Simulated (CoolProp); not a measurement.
Vapour-liquid equilibrium of propylene (1) + 1-butene (2) at 191.3 K; x and y are mole fractions of (1).

The numbers come from the multi-fluid Helmholtz-energy mixture model, Lemmon 2013 and Lemmon 2005; pair parameters Bell 2016 in CoolProp.

### Question
Give the bubble pressure and the first vapour's composition at x = 0.05, 0.65, 0.95. Is there an azeotrope?

### Answer
x = 0.05: 0.02033 bar, y = 0.387; x = 0.65: 0.1053 bar, y = 0.955; x = 0.95: 0.1476 bar, y = 0.995. No azeotrope shows between x = 0.05 and 0.95.

Pair parameters are fitted to limited data, so mixtures are less certain than the pure fluids.
